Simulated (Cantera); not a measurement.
Feed: 1 mol TiO2, 2.5 mol CH4, 1.5 mol H2, at 1 atm.

Method: chemical equilibrium by Gibbs-energy minimisation in Cantera with the NASA 1993 tables (ideal gas, pure condensed phases). Candidate condensed phases: C, C6H6, C7H8, C8H18, H2O, Ti, TiC, TiO, TiO2, Ti2O3, Ti3O5, Ti4O7; 113 gas species. Mutual solubility and eutectic melting of coexisting phases are not modelled. TiC: taken at fixed stoichiometry. Kinetics and transport are ignored.

### Question
Which condensed phases are stable at each of these points (T (°C)): 1125, 1175, 1225, 1275, 1325, 1375, 1425, 1475, 1525, 1575, 1625, 1675?

### Answer
```csv
T (°C),condensed phases,Ti condensed (%)
1125,C(graphite) + TiC(s) + Ti3O5(s),100.0
1175,C(graphite) + TiC(s) + Ti3O5(s),100.0
1225,TiC(s) + Ti3O5(s),100.0
1275,TiC(s) + Ti2O3(s),100.0
1325,TiC(s) + Ti2O3(s),100.0
1375,TiC(s) + Ti2O3(s),100.0
1425,TiC(s) + Ti2O3(s),100.0
1475,TiC(s) + Ti2O3(s),100.0
1525,TiC(s) + Ti2O3(s),100.0
1575,TiC(s) + Ti2O3(s),100.0
1625,TiC(s) + Ti2O3(s),100.0
1675,TiC(s) + Ti2O3(s),100.0
```

From 1125 °C to 1175 °C the condensed part is C(graphite) + TiC(s) + Ti3O5(s). At 1225 °C the condensed part is TiC(s) + Ti3O5(s). From 1275 °C to 1675 °C the condensed part is TiC(s) + Ti2O3(s).
